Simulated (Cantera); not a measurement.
Feed: 1 mol MgO, 14 mol Cl2, 0.32 mol O2, held at 1427 °C and 1.00 Pa.

Equilibrium computed with Cantera from the NASA thermochemical tables; the gas is ideal and each condensed phase is pure. Candidate condensed phases: Mg, MgCl2, MgO; 11 gas species. Rates play no part.

Base state: Cl 0.933, MgCl2 0.0359, O2 0.0283, O 0.00238, Cl2 0.000236, MgCl 2.70e-5, Mg 2.49e-5 (mole fractions); condensed: gas only.

Task: What changes in the equilibrium state with this change: pressure from 1.00 Pa to 25.0 mbar?

Result: 
```
species    before    after
-------  --------  -------
Cl          0.933    0.639
Cl2      0.000236    0.277
MgCl2      0.0359   0.0459
O2         0.0283   0.0374
Mg        2.49e-5    <1e-9
MgCl      2.70e-5  2.02e-8
```
